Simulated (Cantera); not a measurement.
# Si₃N₄ + C + H₂ (sublimation and decomposition of ceramics)

Input: 1 mol Si₃N₄, 0.015 mol C, 0.078 mol H₂, at 10.0 mbar.

Method: chemical equilibrium by Gibbs-energy minimisation in Cantera with the NASA 1993 tables (ideal gas, pure condensed phases). Candidate condensed phases: C, C₆H₆, C₇H₈, C₈H₁₈, Si, SiC, Si₃N₄; 125 gas species. Ions and electrons are included (thermal ionisation). The tables' values for SiN are old estimates; treat these amounts as uncertain. Kinetics and transport are ignored.

From 2727 °C to 4727 °C nothing is condensed. The main Si-bearing gas is Si throughout.

```
T (°C)   x Si   x N₂       x N     x H      x e-     x Si+
------  -----  -----  --------  ------  --------  --------
2727    0.576  0.388   8.67e-5  0.0294   1.54e-5   1.58e-5
2977    0.578  0.386  0.000384  0.0300   5.75e-5   5.82e-5
3227    0.579  0.385   0.00137  0.0301  0.000179  0.000179
3477    0.578  0.383   0.00416  0.0301  0.000478  0.000478
3727    0.575  0.378    0.0109  0.0300   0.00113   0.00113
3977    0.568  0.368    0.0254  0.0297   0.00243   0.00243
4227    0.557  0.348    0.0531  0.0292   0.00477   0.00477
4477    0.537  0.314     0.100  0.0284   0.00868   0.00868
4727    0.507  0.263     0.170  0.0272    0.0147    0.0147
```
x: gas mole fraction; nothing condenses.
